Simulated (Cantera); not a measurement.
An isothermal, constant-pressure homogeneous reactor starts with NO : N₂ = 1 : 0.13 (molar parts), at 1848 K and 1.01 bar. Integrator tolerance rtol = 1e-08.

Cantera simulation using GRI-Mech 3.0 (53 species, 325 reactions); the numbers are that mechanism's predictions, not measurements.

Task: What does this change do: pressure from 1.01 bar to 100.0 Torr?

Result: 
| quantity | before | after |
|---|---|---|
| x(NO) at 4.00 s | 0.186 (gas-phase equilibrium 0.00594) | 0.610 (gas-phase equilibrium 0.00593) |
| x(O) at 4.00 s | 0.000112 (gas-phase equilibrium 0.000125) | 0.000204 (gas-phase equilibrium 0.000346) |
| x(NO₂) at 4.00 s | 0.000550 (gas-phase equilibrium 1.96e-5) | 0.000406 (gas-phase equilibrium 7.12e-6) |
| x(O₂) at 4.00 s | 0.349 (gas-phase equilibrium 0.439) | 0.137 (gas-phase equilibrium 0.439) |
| x(N₂O) at 4.00 s | 1.40e-5 (gas-phase equilibrium 2.86e-7) | 0.000132 (gas-phase equilibrium 1.04e-7) |

Task: What does this change do: temperature 1848 to 2098 K?

Result: 
```json
[
 {"quantity": "x(NO) at 4.00 s", "before": "0.186 (gas-phase equilibrium 0.00594)", "after": "0.0122 (gas-phase equilibrium 0.0120)"},
 {"quantity": "x(O) at 4.00 s", "before": "0.000112 (gas-phase equilibrium 0.000125)", "after": "0.000904 (gas-phase equilibrium 0.000904)"},
 {"quantity": "x(NO₂) at 4.00 s", "before": "0.000550 (gas-phase equilibrium 1.96e-5)", "after": "2.61e-5 (gas-phase equilibrium 2.56e-5)"},
 {"quantity": "x(O₂) at 4.00 s", "before": "0.349 (gas-phase equilibrium 0.439)", "after": "0.436 (gas-phase equilibrium 0.436)"},
 {"quantity": "x(N₂O) at 4.00 s", "before": "1.40e-5 (gas-phase equilibrium 2.86e-7)", "after": "5.66e-7 (gas-phase equilibrium 5.63e-7)"}
]
```

Task: What does this change do: temperature 1848 to 1525 K?

Result: 
```
quantity                                             before                                     after
----------------  -----------------------------------------  ----------------------------------------
x(NO) at 4.00 s       0.186 (gas-phase equilibrium 0.00594)     0.810 (gas-phase equilibrium 0.00169)
x(O) at 4.00 s    0.000112 (gas-phase equilibrium 0.000125)   1.17e-6 (gas-phase equilibrium 3.76e-6)
x(NO₂) at 4.00 s   0.000550 (gas-phase equilibrium 1.96e-5)   0.00174 (gas-phase equilibrium 1.22e-5)
x(O₂) at 4.00 s         0.349 (gas-phase equilibrium 0.439)      0.0358 (gas-phase equilibrium 0.442)
x(N₂O) at 4.00 s    1.40e-5 (gas-phase equilibrium 2.86e-7)  0.000225 (gas-phase equilibrium 8.71e-8)
```
